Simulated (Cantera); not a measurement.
Source: NASA polynomial tables (part measured, part estimated), evaluated in Cantera. Values are per mole of reaction as written; species without (g) are pure solids or liquids, kept so even where they would boil at 1 bar. ZrN: taken at fixed stoichiometry.

8 NH3(g) + 7 ZrO2(g) = 12 H2O(g) + 7 ZrN + NO2(g), with ΔH° = -3053.4 kJ and ΔS° = -679.1 J/K at 300 K.

Question: How far is the shortcut ΔG° ≈ ΔH°(300 K) − T·ΔS°(300 K) from the full temperature-dependent value at 1198, 1348, 1498, 1648, 1798, 1948, 2098 K?

Answer: 
```tsv
T (K)	shortcut (kJ)	full (kJ)	difference (kJ)	difference in log10 K
1198	-2239.8	-2314.0	74.2	-3.23
1348	-2138.0	-2231.8	93.9	-3.64
1498	-2036.1	-2151.1	115.0	-4.01
1648	-1934.3	-2071.8	137.5	-4.36
1798	-1832.4	-1993.9	161.5	-4.69
1948	-1730.5	-1917.3	186.7	-5.01
2098	-1628.7	-1842.0	213.4	-5.31
```
The shortcut ignores the heat-capacity change of the reaction.
